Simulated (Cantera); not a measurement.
Feed: 1 mol Fe, 0.013 mol HCl, held at 1325 °C and 1200 Pa.

Equilibrium computed with Cantera from the NASA thermochemical tables; the gas is ideal and each condensed phase is pure. Candidate condensed phases: Fe, FeCl2, FeCl3; 11 gas species. The numbers say what is thermodynamically allowed, not how fast it happens.

Base state: HCl 0.347, H2 0.326, FeCl2 0.326, H 0.000278, Cl 0.000234, Fe 8.83e-5, Fe2Cl4 2.54e-5, FeCl3 1.65e-5 (mole fractions); condensed: Fe(γ).

**Question.** What changes in the equilibrium state with this change: Fe replaced by Fe2O3?

**Answer.** 
| species | before | after |
|---|---|---|
| O2 | 0 | 0.920 |
| HCl | 0.347 | 0.0411 |
| Cl | 0.000234 | 0.0163 |
| H2 | 0.326 | 9.44e-7 |
| FeCl2 | 0.326 | 0.00696 |
| H2O | 0 | 0.0153 |
| OH | 0 | 0.000298 |
| O | 0 | 0.000124 |
| Fe | 8.83e-5 | <1e-9 |
| ClO | 0 | 3.74e-5 |
| Cl2 | 5.56e-8 | 0.000270 |
| Fe(γ), mol | 0.996 | 0 |
| Fe3O4(s), mol | 0 | 0.666 |
Further candidate phases: FeO, Fe(OH)2, Fe(OH)3, Fe2O3, Fe3O4, H2O.
